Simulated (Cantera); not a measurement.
A perfectly stirred reactor is fed with 22.1 % C₂H₆, 77.4 % H₂, 0.442 % H₂O, at 0.133 bar; it is held at 1525 K, and followed from long to short residence time.

Computed with Cantera and GRI-Mech 3.0 (53 species, 325 reactions). GRI-Mech 3.0 stops at C3 and has no aromatics, soot or wall deposition, so with more carbon than oxygen in the feed, carbon stays in small species such as C2H2 where larger ones or solid carbon would form.

Predict: x(C₂H₆) at τ = 11.0 s; x(H₂) at τ = 11.0 s; x(C₂H₄) at τ = 11.0 s; x(C₂H) at τ = 11.0 s; x(H) at τ = 11.0 s; x(C₂H₆) at τ = 57.0 ms; x(H₂) at τ = 57.0 ms; x(C₂H₄) at τ = 57.0 ms; x(C₂H) at τ = 57.0 ms; x(H) at τ = 57.0 ms.

x(C₂H₆) at τ = 11.0 s: 2.07e-5
x(H₂) at τ = 11.0 s: 0.813
x(C₂H₄) at τ = 11.0 s: 0.00337
x(C₂H) at τ = 11.0 s: 2.50e-8
x(H) at τ = 11.0 s: 6.94e-5
x(C₂H₆) at τ = 57.0 ms: 0.00121
x(H₂) at τ = 57.0 ms: 0.784
x(C₂H₄) at τ = 57.0 ms: 0.0118
x(C₂H) at τ = 57.0 ms: 7.18e-8
x(H) at τ = 57.0 ms: 0.000229
